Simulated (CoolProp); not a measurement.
Model: reference Helmholtz-energy equation of state, Thol 2019, in CoolProp.

Question: For n-hexane, give the phase and the Z, Joule-Thomson coefficient (K/MPa), isothermal compressibility (1/MPa), Prandtl number at 439.2 K and 0.48 MPa; 369.9 K and 0.107 MPa; 390.8 K and 0.321 MPa.

Answer: 
- 439.2 K and 0.48 MPa: gas; Z 0.901, Joule-Thomson coefficient 14.2, isothermal compressibility 2.33, Prandtl number 0.811
- 369.9 K and 0.107 MPa: gas; Z 0.962, Joule-Thomson coefficient 23.5, isothermal compressibility 9.73, Prandtl number 0.771
- 390.8 K and 0.321 MPa: gas; Z 0.899, Joule-Thomson coefficient 21.6, isothermal compressibility 3.50, Prandtl number 0.808

Viscosity comes from a separate model (Michailidou 2013). Thermal conductivity comes from a separate model (Assael 2013).
